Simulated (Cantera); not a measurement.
Input (Python, Cantera) and output of one run.

```python
import numpy as np
import cantera as ct

gas_names = """
    B BO BO2 B2 B2O B2O2 B2O3 O O2 O3
""".split()
cond_names = """
    B(b) B(L) B2O3(L)
""".split()


# ... load() reads the species with a 1 bar reference pressure and builds the phases ...
atoms = {
    'B': {'B': 1},
    'O2': {'O': 2},
}
top_T = {}  # K; cautious upper limits of use, not melting points


# ... equilibrate(T, P, feed) seeds the gas with the atoms and calls Mixture.equilibrate('TP', solver="vcs", rtol=1e-11, max_steps=5000) ...
results = []
T = 2123.15  # K
P = 16000  # Pa
for m in [0.65, 0.94, 1.2, 1.5, 1.8, 2.1, 2.4, 2.7, 2.9, 3.2, 3.5, 3.8]:
    feed = {'B': 1, 'O2': m}  # mol
    mix = equilibrate(T, P, feed)
    results.append((T, P, feed, dict(zip(mix.species_names, mix.species_moles))))

top = {s: max(r[3][s] / sum(r[3][g] for g in gas_names) for r in results) for s in gas_names}
cols = sorted((s for s in top if top[s] > 1e-06), key=lambda s: -top[s])[:9]
seen = [c for c in cond_names if any(r[3].get(c, 0) > 1e-12 for r in results)]
print("log10 of partial pressures in bar; condensed amounts in mol")
print(f"{'n(O2)':>10s}" + "".join(f"{s[:9]:>10s}" for s in cols + seen))
for T, P, feed, n in results:
    ng = sum(n[g] for g in gas_names)
    print(f"{feed['O2']:10.4g}" + "".join(f"{np.log10(max(n[s] / ng * P / 1e5, 1e-99)):10.3f}" for s in cols)
          + "".join(f"{n.get(c, 0):10.4g}" for c in seen))
```

Output:

```
log10 of partial pressures in bar; condensed amounts in mol
     n(O2)        O2      B2O3      B2O2       BO2        BO         O       B2O
      0.65   -11.712    -1.028    -1.231    -4.683    -2.127    -8.644    -4.790
      0.94    -1.386    -0.959    -6.325    -2.067    -4.674    -3.481   -15.047
       1.2    -1.140    -1.103    -6.592    -2.078    -4.808    -3.358   -15.437
       1.5    -1.034    -1.227    -6.769    -2.113    -4.896    -3.304   -15.667
       1.8    -0.979    -1.324    -6.894    -2.148    -4.959    -3.277   -15.819
       2.1    -0.945    -1.404    -6.991    -2.180    -5.007    -3.260   -15.933
       2.4    -0.922    -1.473    -7.070    -2.208    -5.047    -3.249   -16.024
       2.7    -0.906    -1.532    -7.138    -2.234    -5.081    -3.241   -16.100
       2.9    -0.897    -1.568    -7.178    -2.250    -5.101    -3.236   -16.145
       3.2    -0.886    -1.617    -7.233    -2.271    -5.128    -3.231   -16.205
       3.5    -0.878    -1.661    -7.281    -2.291    -5.152    -3.227   -16.257
       3.8    -0.871    -1.702    -7.325    -2.310    -5.174    -3.223   -16.305
```

These are equilibrium values from Cantera (NASA tables, ideal gas, pure condensed phases), not measurements of a reactor.
